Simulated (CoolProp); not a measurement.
The fluid at 298.15 K and 1.64 MPa flows at 2.3 m/s in a round tube of 12.7 mm bore and 15 µm roughness, fully developed (64/Re and Nu = 3.66 if laminar; Colebrook and Gnielinski if turbulent). The same conditions are run with several fluids, on thermodynamics alone (safety and materials aside).

Computed with CoolProp (reference Helmholtz-energy equation of state of each fluid (oxygen: Schmidt 1985; methane: Setzmann 1991; nitrogen: Span 2000; R13: Platzer 1990; CF4 (R14): Platzer 1990)). The equations of Platzer and Polt are older, rougher fits.

```json
[
 {"fluid": "oxygen", "Reynolds number": "29900", "Darcy friction factor": "0.0264", "pressure drop (Pa/m)": "…", "heat-transfer coefficient (W/(m² K))": "172", "mass flow (kg/h)": "…"},
 {"fluid": "methane", "Reynolds number": "27900", "Darcy friction factor": "0.0267", "pressure drop (Pa/m)": "60.7", "heat-transfer coefficient (W/(m² K))": "215", "mass flow (kg/h)": "11.5"},
 {"fluid": "nitrogen", "Reynolds number": "30100", "Darcy friction factor": "0.0264", "pressure drop (Pa/m)": "…", "heat-transfer coefficient (W/(m² K))": "169", "mass flow (kg/h)": "19.5"},
 {"fluid": "R13", "Reynolds number": "162000", "Darcy friction factor": "0.0220", "pressure drop (Pa/m)": "381", "heat-transfer coefficient (W/(m² K))": "437", "mass flow (kg/h)": "…"},
 {"fluid": "CF4 (R14)", "Reynolds number": "99700", "Darcy friction factor": "0.0228", "pressure drop (Pa/m)": "…", "heat-transfer coefficient (W/(m² K))": "326", "mass flow (kg/h)": "65.0"}
]
```

Task: Fill in the missing entries.

Result: 
- oxygen, pressure drop (Pa/m): 118
- oxygen, mass flow (kg/h): 22.4
- nitrogen, pressure drop (Pa/m): 102
- R13, mass flow (kg/h): 87.2
- CF4 (R14), pressure drop (Pa/m): 294

Transport values come from each fluid's own correlations; those of R13, CF4 (R14) are estimates that may be off by 10 % or more.
